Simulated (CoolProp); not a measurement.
m-xylene along the isotherm 447.1 K: Z from the reference equation and from simpler models built on Tc = 616.9 K, pc = 3.535 MPa, ω = 0.326; each cubic takes its own stable root.

Values from CoolProp's reference Helmholtz-energy equation of state, Zhou 2012.

```
p (MPa)   phase  reference
-------  ------  ---------
1.26     liquid    0.04988
2.52     liquid    0.09940
3.79     liquid     0.1490
5.05     liquid     0.1978
6.31     liquid     0.2464
7.57     liquid     0.2946
8.84     liquid     0.3430
10.1     liquid     0.3908
11.4     liquid     0.4398
12.6     liquid     0.4848
13.9     liquid     0.5333
15.1     liquid     0.5779
16.4     liquid     0.6260
17.7     liquid     0.6739
```

Problem. How far does each simpler model (van der Waals, Soave-Redlich-Kwong, Peng-Robinson) lie from the reference over these 14 states: mean and median of the absolute difference, and the worst?

Solution. 
- van der Waals: mean 67.0 %, median 66.0 %, worst +75.5 % at 447.1 K and 1.26 MPa
- Soave-Redlich-Kwong: mean 13.9 %, median 13.8 %, worst +15.4 % at 447.1 K and 1.26 MPa
- Peng-Robinson: mean 1.1 %, median 1.0 %, worst +1.9 % at 447.1 K and 1.26 MPa
